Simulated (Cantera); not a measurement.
A freely propagating, adiabatic, planar premixed flame of CH3OH : O2 : N2 = 1 : 1.58 : 5.94 (molar parts), unburnt at 425 K and 170000 Pa; mixture-averaged transport, grid criteria slope 0.08 and curve 0.16, no radiation.

Model: GRI-Mech 3.0 (53 species, 325 reactions), integrated in Cantera. GRI-Mech 3.0 was tuned for natural gas; its chemistry of methanol as a main component is partial and can be far from experiment. Burning velocities carry a grid error of a few per cent, more on coarse grids.

### Question
What does this change do: 0.14 parts CO2 added?

### Answer
| quantity | before | after |
|---|---|---|
| laminar burning velocity | 60.4 cm/s | 54.9 cm/s |
| thermal thickness | 0.213 mm | 0.228 mm |
| peak x(H2) | 0.0251 | 0.0234 |
| peak x(CO) | 0.0620 | 0.0603 |
| peak x(H2O2) | 0.00128 | 0.00123 |

### Question
What does this change do: N2 5.94 to 7.5 parts?

### Answer
```
quantity                     before      after
------------------------  ---------  ---------
laminar burning velocity  60.4 cm/s  39.7 cm/s
thermal thickness          0.213 mm   0.295 mm
peak x(H2)                   0.0251     0.0182
peak x(CO)                   0.0620     0.0477
peak x(H2O2)                0.00128   0.000995
```
